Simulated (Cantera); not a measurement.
Feed: 1 mol CaCO3, 2.1 mol O2, 0.21 mol H2O, at 1448.15 K and 0.133 bar.

Cantera equilibrium calculation (NASA polynomials, part measured and part estimated; ideal gas, pure solids and liquids). Candidate condensed phases: C, C6H6, C7H8, C8H18, Ca, CaCO3, CaO, Ca(OH)2, H2O; 115 gas species. Kinetics and transport are ignored.

Base state: O2 0.634, CO2 0.302, H2O 0.0634, OH 8.52e-5 (mole fractions); condensed: CaO(s).

**Question.** What changes in the equilibrium state with this change: CaCO3 replaced by FeS?

**Answer.** 
```
species         before    after
-------------  -------  -------
SO2                  0    0.637
O2               0.634    0.222
H2O             0.0634    0.135
CO2              0.302        0
SO3                  0  0.00540
OH             8.52e-5  9.56e-5
CaO(s), mol       1.00        0
Fe2O3(s), mol        0    0.500
```
Further candidate phases: Fe, FeO, Fe(OH)2, Fe(OH)3, FeS, FeSO4, FeS2, Fe2O3, Fe2(SO4)3, Fe3O4, H2SO4, S.
